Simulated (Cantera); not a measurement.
A Cantera script and what it prints.

```python
import numpy as np
import cantera as ct

gas_names = [...]  # 95 gases of nasa_gas.yaml made of C, F, H
cond_names = """
    C(gr) C6H6(L) C7H8(L) C8H18(L),n-octa
""".split()


# ... load() reads the species with a 1 bar reference pressure and builds the phases ...
atoms = {
    'CH3F': {'C': 1, 'H': 3, 'F': 1},
    'CH4': {'C': 1, 'H': 4},
}
top_T = {'C(gr)': 4500}  # K; cautious upper limits of use, not melting points


# ... equilibrate(T, P, feed) seeds the gas with the atoms and calls Mixture.equilibrate('TP', solver="vcs", rtol=1e-11, max_steps=5000) ...
results = []
feed = {'CH3F': 1, 'CH4': 0.059}  # mol
P = 20  # Pa
for T in [2348, 2398, 2448, 2498, 2548, 2598, 2648, 2698, 2748, 2798, 2848]:
    mix = equilibrate(T, P, feed)
    results.append((T, P, feed, dict(zip(mix.species_names, mix.species_moles))))

top = {s: max(r[3][s] / sum(r[3][g] for g in gas_names) for r in results) for s in gas_names}
cols = sorted((s for s in top if top[s] > 0.0001), key=lambda s: -top[s])[:7]
seen = [c for c in cond_names if any(r[3].get(c, 0) > 1e-12 for r in results)]
print("log10 of partial pressures in bar; condensed amounts in mol")
print(f"{'T/K':>10s}" + "".join(f"{s[:9]:>10s}" for s in cols + seen))
for T, P, feed, n in results:
    ng = sum(n[g] for g in gas_names)
    print(f"{T:10.4g}" + "".join(f"{np.log10(max(n[s] / ng * P / 1e5, 1e-99)):10.3f}" for s in cols)
          + "".join(f"{n.get(c, 0):10.4g}" for c in seen))
```

Output:

```
log10 of partial pressures in bar; condensed amounts in mol
       T/K         H        HF        H2        C3         F         C        C2     C(gr)
      2348    -4.090    -4.125    -4.364    -7.399    -6.714    -7.745    -8.447      1.05
      2398    -4.033    -4.142    -4.462    -7.023    -6.514    -7.414    -8.067     1.047
      2448    -3.988    -4.159    -4.574    -6.663    -6.313    -7.096    -7.702     1.039
      2498    -3.953    -4.175    -4.699    -6.317    -6.111    -6.791    -7.353     1.024
      2548    -3.928    -4.192    -4.836    -5.986    -5.910    -6.498    -7.017    0.9931
      2598    -3.911    -4.211    -4.983    -5.667    -5.712    -6.216    -6.695    0.9284
      2648    -3.902    -4.236    -5.140    -5.361    -5.520    -5.945    -6.385    0.7968
      2698    -3.904    -4.272    -5.310    -5.067    -5.338    -5.684    -6.086    0.5295
      2748    -3.917    -4.330    -5.499    -4.794    -5.173    -5.436    -5.805         0
      2798    -3.911    -4.372    -5.642    -4.823    -5.020    -5.295    -5.730         0
      2848    -3.906    -4.428    -5.782    -4.862    -4.886    -5.162    -5.664         0
```

Cantera equilibrium calculation (NASA polynomials, part measured and part estimated; ideal gas, pure solids and liquids).
